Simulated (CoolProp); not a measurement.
Vapour pressure (MPa) of chloromethane (R40): the reference equation beside estimates from Tc = 145.5 °C, pc = 6.929 MPa, ω = 0.150. Clausius-Clapeyron is anchored at 71.75 °C with a constant enthalpy of vaporisation of 15.50 kJ/mol.

The numbers come from the reference Helmholtz-energy equation of state, Thol 2014 in CoolProp.

```json
[
 {"T (°C)": "51.75", "reference": "1.173", "Lee-Kesler": "1.166", "Clausius-Clapeyron": "1.327", "van der Waals": "2.305"},
 {"T (°C)": "58.45", "reference": "1.375", "Lee-Kesler": "1.367", "Clausius-Clapeyron": "1.490", "van der Waals": "2.537"},
 {"T (°C)": "65.15", "reference": "1.602", "Lee-Kesler": "?", "Clausius-Clapeyron": "1.665", "van der Waals": "2.783"},
 {"T (°C)": "71.75", "reference": "1.850", "Lee-Kesler": "1.839", "Clausius-Clapeyron": "1.850", "van der Waals": "3.039"},
 {"T (°C)": "78.45", "reference": "2.130", "Lee-Kesler": "2.117", "Clausius-Clapeyron": "2.051", "van der Waals": "3.314"},
 {"T (°C)": "85.15", "reference": "2.440", "Lee-Kesler": "?", "Clausius-Clapeyron": "2.265", "van der Waals": "3.604"},
 {"T (°C)": "91.75", "reference": "2.776", "Lee-Kesler": "2.758", "Clausius-Clapeyron": "2.488", "van der Waals": "3.905"},
 {"T (°C)": "98.45", "reference": "3.151", "Lee-Kesler": "3.129", "Clausius-Clapeyron": "2.728", "van der Waals": "4.225"},
 {"T (°C)": "105.15", "reference": "?", "Lee-Kesler": "3.537", "Clausius-Clapeyron": "2.982", "van der Waals": "4.562"},
 {"T (°C)": "111.75", "reference": "4.004", "Lee-Kesler": "3.976", "Clausius-Clapeyron": "3.245", "van der Waals": "4.908"},
 {"T (°C)": "118.45", "reference": "4.492", "Lee-Kesler": "4.464", "Clausius-Clapeyron": "3.525", "van der Waals": "5.277"},
 {"T (°C)": "125.15", "reference": "5.025", "Lee-Kesler": "?", "Clausius-Clapeyron": "3.819", "van der Waals": "5.661"},
 {"T (°C)": "131.75", "reference": "5.595", "Lee-Kesler": "5.568", "Clausius-Clapeyron": "4.121", "van der Waals": "6.056"},
 {"T (°C)": "138.45", "reference": "6.222", "Lee-Kesler": "6.202", "Clausius-Clapeyron": "4.442", "van der Waals": "6.473"}
]
```

### Question
Complete the blanks.

### Answer

- 65.15, Lee-Kesler: 1.592
- 85.15, Lee-Kesler: 2.424
- 105.15, reference: 3.562
- 125.15, Lee-Kesler: 4.996

Absolute difference from the reference over all 14 rows, mean and median: Lee-Kesler 0.6 and 0.6 %, Clausius-Clapeyron 14.0 and 13.3 %, van der Waals 42.2 and 37.4 %.
